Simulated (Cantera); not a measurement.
A freely propagating, adiabatic, planar premixed flame of 7.04 % C2H4, 15.1 % O2, 56.8 % N2, 21.1 % H2O, unburnt at 700 K and 500000 Pa; multicomponent transport, grid criteria slope 0.08 and curve 0.16, no radiation.

Detailed kinetics in Cantera: GRI-Mech 3.0 (53 species, 325 reactions). GRI-Mech 3.0 was tuned for natural gas; its chemistry of ethylene as a main component is partial and can be far from experiment. Burning velocities carry a grid error of a few per cent, more on coarse grids.

x: mole fraction of selected species; z is measured from the peak of heat release.

```json
[
 {"z (mm)": "-0.268", "T (K)": "700", "u (m/s)": "1.28", "x C2H4": "0.0703", "x O2": "0.150", "x H2O": "0.211", "x CH2CO": "7.13e-8", "x CH4": "7.77e-7", "x HCN": "<1e-8"},
 {"z (mm)": "-0.178", "T (K)": "702", "u (m/s)": "1.28", "x C2H4": "0.0702", "x O2": "0.150", "x H2O": "0.211", "x CH2CO": "7.70e-7", "x CH4": "5.48e-6", "x HCN": "<1e-8"},
 {"z (mm)": "-0.134", "T (K)": "706", "u (m/s)": "1.29", "x C2H4": "0.0700", "x O2": "0.149", "x H2O": "0.210", "x CH2CO": "3.66e-6", "x CH4": "1.84e-5", "x HCN": "<1e-8"},
 {"z (mm)": "-0.0892", "T (K)": "732", "u (m/s)": "1.35", "x C2H4": "0.0691", "x O2": "0.147", "x H2O": "0.211", "x CH2CO": "3.81e-5", "x CH4": "0.000102", "x HCN": "(withheld)"},
 {"z (mm)": "-0.0446", "T (K)": "928", "u (m/s)": "1.74", "x C2H4": "0.0610", "x O2": "0.129", "x H2O": "0.223", "x CH2CO": "0.000745", "x CH4": "0.000766", "x HCN": "(withheld)"},
 {"z (mm)": "-0.0223", "T (K)": "1228", "u (m/s)": "2.34", "x C2H4": "0.0430", "x O2": "0.0986", "x H2O": "0.242", "x CH2CO": "0.00290", "x CH4": "0.00196", "x HCN": "(withheld)"},
 {"z (mm)": "0", "T (K)": "1572", "u (m/s)": "3.05", "x C2H4": "0.0184", "x O2": "0.0606", "x H2O": "0.264", "x CH2CO": "0.00413", "x CH4": "0.00309", "x HCN": "(withheld)"},
 {"z (mm)": "0.0223", "T (K)": "1812", "u (m/s)": "3.56", "x C2H4": "0.00445", "x O2": "0.0330", "x H2O": "0.279", "x CH2CO": "0.00190", "x CH4": "0.00254", "x HCN": "(withheld)"},
 {"z (mm)": "0.0446", "T (K)": "1956", "u (m/s)": "3.85", "x C2H4": "0.000633", "x O2": "0.0168", "x H2O": "0.285", "x CH2CO": "0.000480", "x CH4": "0.00138", "x HCN": "(withheld)"},
 {"z (mm)": "0.0892", "T (K)": "2071", "u (m/s)": "4.06", "x C2H4": "8.40e-6", "x O2": "0.00407", "x H2O": "0.286", "x CH2CO": "3.75e-5", "x CH4": "0.000276", "x HCN": "(withheld)"},
 {"z (mm)": "0.178", "T (K)": "2118", "u (m/s)": "4.13", "x C2H4": "7.84e-8", "x O2": "0.000488", "x H2O": "0.281", "x CH2CO": "2.02e-6", "x CH4": "2.07e-5", "x HCN": "(withheld)"},
 {"z (mm)": "0.357", "T (K)": "2139", "u (m/s)": "4.16", "x C2H4": "<1e-8", "x O2": "0.000106", "x H2O": "0.280", "x CH2CO": "9.76e-8", "x CH4": "1.32e-6", "x HCN": "(withheld)"},
 {"z (mm)": "0.714", "T (K)": "2150", "u (m/s)": "4.18", "x C2H4": "<1e-8", "x O2": "3.46e-5", "x H2O": "0.280", "x CH2CO": "<1e-8", "x CH4": "1.48e-7", "x HCN": "(withheld)"}
]
```

### Question
Complete the blanks.

### Answer

- -0.0892, x HCN: 1.71e-8
- -0.0446, x HCN: 2.29e-7
- -0.0223, x HCN: 8.13e-7
- 0, x HCN: 2.38e-6
- 0.0223, x HCN: 5.73e-6
- 0.0446, x HCN: 1.00e-5
- 0.0892, x HCN: 1.33e-5
- 0.178, x HCN: 9.46e-6
- 0.357, x HCN: 5.06e-6
- 0.714, x HCN: 2.66e-6
